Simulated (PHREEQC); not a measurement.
A solution holds 0.0022 mol FeSO4, 4.1e-05 mol ZnCl2 and 0.073 mol NaH2PO4 per kg of water, at 25 °C. Closed to the air; pH follows from the charge balance.

The numbers come from PHREEQC with the ion-association model, wateq4f.dat.

Each row changes one thing in this solution. This is a speciation only: nothing precipitates in the calculation.

```json
[
 {"case": "as made", "pH": "4.49", "ionic strength (mol/kgw)": "0.0775", "H2PO4- (mol/kgw)": "0.0704", "FeH2PO4+ (mol/kgw)": "0.00203", "SO4-2 (mol/kgw)": "0.00191", "NaSO4- (mol/kgw)": "0.000279", "SI of Mirabilite (Na2SO4:10H2O)": "-4.48", "SI of Melanterite (FeSO4:7H2O)": "-5.15"},
 {"case": "temperature from 25 to 35 °C", "pH": "4.50", "ionic strength (mol/kgw)": "0.0775", "H2PO4- (mol/kgw)": "0.0703", "FeH2PO4+ (mol/kgw)": "0.00203", "SO4-2 (mol/kgw)": "0.00189", "NaSO4- (mol/kgw)": "0.000290", "SI of Mirabilite (Na2SO4:10H2O)": "-4.95", "SI of Melanterite (FeSO4:7H2O)": "-5.27"},
 {"case": "diluted 2-fold with water", "pH": "4.56", "ionic strength (mol/kgw)": "0.0389", "H2PO4- (mol/kgw)": "0.0352", "FeH2PO4+ (mol/kgw)": "0.000973", "SO4-2 (mol/kgw)": "0.00100", "NaSO4- (mol/kgw)": "9.00e-5", "SI of Mirabilite (Na2SO4:10H2O)": "-5.23", "SI of Melanterite (FeSO4:7H2O)": "-5.36"},
 {"case": "ZnCl2 from 4.1e-05 to 4.51e-05 mol/kgw", "pH": "4.49", "ionic strength (mol/kgw)": "0.0775", "H2PO4- (mol/kgw)": "0.0704", "FeH2PO4+ (mol/kgw)": "0.00203", "SO4-2 (mol/kgw)": "0.00191", "NaSO4- (mol/kgw)": "0.000279", "SI of Mirabilite (Na2SO4:10H2O)": "-4.48", "SI of Melanterite (FeSO4:7H2O)": "-5.15"},
 {"case": "NaH2PO4 from 0.073 to 0.0803 mol/kgw", "pH": "4.48", "ionic strength (mol/kgw)": "0.0848", "H2PO4- (mol/kgw)": "0.0776", "FeH2PO4+ (mol/kgw)": "0.00204", "SO4-2 (mol/kgw)": "0.00189", "NaSO4- (mol/kgw)": "0.000296", "SI of Mirabilite (Na2SO4:10H2O)": "-4.42", "SI of Melanterite (FeSO4:7H2O)": "-5.21"}
]
```

Species that the database lacks are ignored. H3PO4, which wateq4f.dat lacks, is added to it with the constant of phreeqc.dat. The database has no phosphate complexes of Zn.
